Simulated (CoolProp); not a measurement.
Vapour-liquid equilibrium of n-pentane (1) + cyclohexane (2) at 331.1 K; x and y are mole fractions of (1).

Model: multi-fluid Helmholtz-energy mixture model, Thol 2019 and Zhou 2014; pair parameters Bell 2016, in CoolProp.

```tsv
x	bubble pressure, mixture model (MPa)	bubble pressure, Raoult's law (MPa)	y, mixture model	y, Raoult's law
0.05	0.05744	0.05604	0.196	0.180
0.125	(withheld)	0.06758	(withheld)	0.374
0.2	0.08287	0.07912	0.521	0.511
0.275	0.09479	0.09066	(withheld)	0.613
0.35	(withheld)	0.1022	0.689	0.692
0.425	0.1176	0.1137	0.747	0.756
0.5	0.1287	0.1253	0.795	0.807
0.575	0.1396	0.1368	0.837	0.850
0.65	0.1505	0.1484	0.872	0.886
0.725	0.1614	0.1599	(withheld)	0.917
0.8	(withheld)	0.1714	0.933	0.944
0.875	0.1834	0.1830	0.960	0.967
0.95	0.1946	0.1945	0.984	0.988
```

Problem. Complete the blanks.

Solution. 
- 0.125, bubble pressure, mixture model (MPa): 0.07046
- 0.125, y, mixture model: 0.391
- 0.275, y, mixture model: 0.616
- 0.35, bubble pressure, mixture model (MPa): 0.1063
- 0.725, y, mixture model: 0.904
- 0.8, bubble pressure, mixture model (MPa): 0.1723

The largest gap from Raoult's law is +4.7 % in bubble pressure, at x = 0.2. No azeotrope shows between x = 0.05 and 0.95.

Pair parameters are fitted to limited data, so mixtures are less certain than the pure fluids.
